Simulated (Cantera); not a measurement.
Charge: 1 mol CF4, 0.17 mol Si, at 2023 K and 0.308 Torr.

Cantera equilibrium calculation (NASA polynomials, part measured and part estimated; ideal gas, pure solids and liquids). Candidate condensed phases: C, Si, SiC; 23 gas species. The tables' values for SiF3 are old estimates; treat these amounts as uncertain. Gases not in the tables: C2F6 and larger saturated fluorocarbons. Kinetics and transport are ignored.

Base state: F 0.338, CF2 0.320, CF4 0.233, SiF4 0.0990, CF3 0.00797, CF 0.00176, SiF3 3.35e-5 (mole fractions); condensed: C(graphite).

Question: What changes in the equilibrium state with this change: Si from 0.17 to 0.28 mol?

Answer: 
```
species            before    after
----------------  -------  -------
F                   0.338    0.325
CF2                 0.320    0.297
CF4                 0.233    0.200
SiF4               0.0990    0.169
SiF3              3.35e-5  5.94e-5
CF3               0.00797  0.00710
CF                0.00176  0.00169
C(graphite), mol   0.0344    0.164
```
